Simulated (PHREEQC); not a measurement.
Solution (25 °C): 0.0058 mol CaSO4 and 0.0016 mol NaF per kg of water. Closed to the air; pH follows from the charge balance.

Computed with PHREEQC (ion-association model, phreeqc.dat).

Each row changes one thing in this solution. Precipitation was switched off in this run.

| case | pH | ionic strength (mol/kgw) | Ca+2 (mol/kgw) | SO4-2 (mol/kgw) | CaSO4 (mol/kgw) | NaSO4- (mol/kgw) | SI of Gypsum (CaSO4:2H2O) | SI of Fluorite (CaF2) |
|---|---|---|---|---|---|---|---|---|
| as made | 7.23 | 0.0197 | 0.00455 | 0.00453 | 0.00125 | 2.08e-5 | -0.57 | +2.31 |
| temperature from 25 to 10 °C | 7.44 | 0.0201 | 0.00463 | 0.00461 | 0.00117 | 1.94e-5 | -0.54 | +2.52 |
| diluted 10-fold with water | 7.04 | 0.00234 | 0.000545 | 0.000545 | 3.47e-5 | 3.53e-7 | -2.13 | -0.39 |
| temperature from 25 to 35 °C | 7.11 | 0.0196 | 0.00450 | 0.00448 | 0.00130 | 2.18e-5 | -0.58 | +2.20 |
| diluted 100-fold with water | 7.00 | 0.000246 | 5.75e-5 | 5.75e-5 | 5.09e-7 | 4.29e-9 | -3.96 | -3.28 |
| 0.00022 mol/kgw Na2SO4 added | 7.23 | 0.0203 | 0.00452 | 0.00471 | 0.00128 | 2.75e-5 | -0.56 | +2.31 |

Some of these states are supersaturated (in Fluorite, for instance). Away from 25 °C the constants follow the database's enthalpies or fits; those with neither stay at their 25 °C values.
